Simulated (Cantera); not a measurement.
Cantera run:

```python
import numpy as np
import cantera as ct

gas_names = """
    CL CL2 H HCL H2 N NH NH2 NH3 N2 N2H2 N2H4 Si SiCL SiCL2 SiCL3 SiCL4 SiH SiHCL3 SiH2 SiH2CL2 SiH3
    SiH3CL SiH4 SiN Si2 Si2N Si3
""".split()
cond_names = """
    NH4CL(a) NH4CL(b) Si(cr) Si(L) Si3N4(a)
""".split()


# ... load() reads the species with a 1 bar reference pressure and builds the phases ...
atoms = {
    'Si2Cl6': {'Si': 2, 'CL': 6},
    'HCl': {'H': 1, 'CL': 1},
    'N2': {'N': 2},
}
top_T = {'Si3N4(a)': 2400}  # K; cautious upper limits of use, not melting points


# ... equilibrate(T, P, feed) seeds the gas with the atoms and calls Mixture.equilibrate('TP', solver="vcs", rtol=1e-11, max_steps=5000) ...
results = []
feed = {'Si2Cl6': 1, 'HCl': 0.25, 'N2': 56}  # mol
T = 1300  # K
P = 5400  # Pa
mix = equilibrate(T, P, feed)
results.append((T, P, feed, dict(zip(mix.species_names, mix.species_moles))))
x = sorted(zip(gas.X, gas.species_names), reverse=True)
print(f"T = {T:g} K  P = {P:g} Pa  gas = {mix.phase_moles(0):.4g} mol")
print("   x: " + "  ".join(f"{s} {v:.3e}" for v, s in x if v > 0.0001))
print("   condensed (mol): " + ("  ".join(f"{mix.phase(i).name} {mix.phase_moles(i):.4g}"
      for i in range(1, mix.n_phases) if mix.phase_moles(i) > 1e-12) or "none"))
```

Output:

```
T = 1300 K  P = 5400 Pa  gas = 57.5 mol
   x: N2 9.687e-01  SiCL4 2.426e-02  HCL 4.290e-03  SiCL3 1.873e-03  SiCL2 8.581e-04
   condensed (mol): Si3N4(a) 0.1492
```

These are equilibrium values from Cantera (NASA tables, ideal gas, pure condensed phases), not measurements of a reactor. The feed counts by its element totals alone. N2 is the only nitrogen source here; it is nearly inert below about 1500 K, so the nitride shown seldom forms there in practice. The tables' values for SiCl3 are old estimates; treat these amounts as uncertain.
